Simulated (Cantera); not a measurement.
Input: 1 mol MgO, 4.3 mol C, 0.21 mol CO, at 1548 K and 0.100 bar.

Equilibrium computed with Cantera from the NASA thermochemical tables; the gas is ideal and each condensed phase is pure. Candidate condensed phases: C, Mg, MgCO3, MgO; 15 gas species. The numbers say what is thermodynamically allowed, not how fast it happens.

Base state: CO 1.000, Mg 0.000272, CO2 4.40e-5 (mole fractions); condensed: C(graphite) + MgO(s).

Q: What changes in the equilibrium state with this change: MgO replaced by CuO?

A: 
```csv
species,before,after
CO,1.000,1.000
Cu,0,0.000180
CO2,4.40e-5,4.40e-5
Mg,0.000272,0
"C(graphite), mol",4.30,3.30
"MgO(s), mol",1.000,0
"Cu(l), mol",0,1.000
```
Further candidate phases: Cu, CuO, Cu2O.

Q: What changes in the equilibrium state with this change: 1.8 mol H2S added?

A: 
```json
[
 {"species": "H2", "before": "0", "after": "0.487"},
 {"species": "CO", "before": "1.000", "after": "0.363"},
 {"species": "CS2", "before": "0", "after": "0.0761"},
 {"species": "H2S", "before": "0", "after": "0.0547"},
 {"species": "S2", "before": "0", "after": "0.0150"},
 {"species": "Mg", "before": "0.000272", "after": "1.74e-6"},
 {"species": "SH", "before": "0", "after": "0.00167"},
 {"species": "COS", "before": "0", "after": "0.00137"},
 {"species": "CS", "before": "0", "after": "0.00104"},
 {"species": "H", "before": "0", "after": "6.79e-5"},
 {"species": "C(graphite), mol", "before": "4.30", "after": "3.04"},
 {"species": "MgO(s), mol", "before": "1.000", "after": "0"},
 {"species": "MgS(s), mol", "before": "0", "after": "1.000"}
]
```
Further candidate phases: C6H6, C7H8, C8H18, H2O, H2SO4, Mg(OH)2, MgS, MgSO4, S.

Q: What changes in the equilibrium state with this change: temperature from 1548 K to 850 K?

A: 
```tsv
species	before	after
CO2	4.40e-5	0.512
CO	1.000	0.488
Mg	0.000272	<1e-9
C(graphite), mol	4.30	4.37
MgO(s), mol	1.000	1.00
```
